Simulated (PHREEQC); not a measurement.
Make-up at 20 °C: 0.014 mol CuCl2, 0.0001 mol H2SO4 and 0.25 mol FeCl3 per kg of water. Closed to the air; pH follows from the charge balance.

Computed with PHREEQC (ion-association model, wateq4f.dat).

No solid was allowed to form.

Task: Estimate the pH, ionic strength.

Result: pH 1.93; ionic strength 0.826 mol/kgw.

Task: In which forms is Cl present?

Result: Cl- 67 %, FeCl+2 18 %, FeCl2+ 14 % of the Cl.

The solution is supersaturated, for example in Hematite (slow to form), Goethite (slow to form), so a real one may precipitate; this is no full list. The ionic strength is past about 0.7 mol/kgw, beyond the range of this activity model, so the values are rough. Complexes and solids missing from the database can't appear.
